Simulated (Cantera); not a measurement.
Feed: 1 mol SiH2Cl2, 0.075 mol HCl, 39 mol H2, 0.028 mol C2H2, at 1075 K and 10.0 Torr.

Equilibrium computed with Cantera from the NASA thermochemical tables; the gas is ideal and each condensed phase is pure. Candidate condensed phases: C, C6H6, C7H8, C8H18, Si, SiC; 109 gas species. Mutual solubility and eutectic melting of coexisting phases are not modelled. The tables' values for SiCl3 are old estimates; treat these amounts as uncertain. The numbers say what is thermodynamically allowed, not how fast it happens.

Base state: H2 0.966, HCl 0.0273, SiCl4 0.00349, SiHCl3 0.00153, SiCl2 0.00151, SiCl3 0.000576, SiH2Cl2 7.89e-5 (mole fractions); condensed: Si(s) + SiC(s).

### Question
What changes in the equilibrium state with this change: SiH2Cl2 replaced by SiHCl3?

### Answer
```json
[
 {"species": "H2", "before": "0.966", "after": "0.955"},
 {"species": "HCl", "before": "0.0273", "after": "0.0323"},
 {"species": "SiCl4", "before": "0.00349", "after": "0.00702"},
 {"species": "SiCl3", "before": "0.000576", "after": "0.000974"},
 {"species": "SiHCl3", "before": "0.00153", "after": "0.00258"},
 {"species": "SiCl2", "before": "0.00151", "after": "0.00214"},
 {"species": "SiH2Cl2", "before": "7.89e-5", "after": "0.000111"},
 {"species": "Si(s), mol", "before": "0.650", "after": "0.422"},
 {"species": "SiC(s), mol", "before": "0.0560", "after": "0.0560"}
]
```
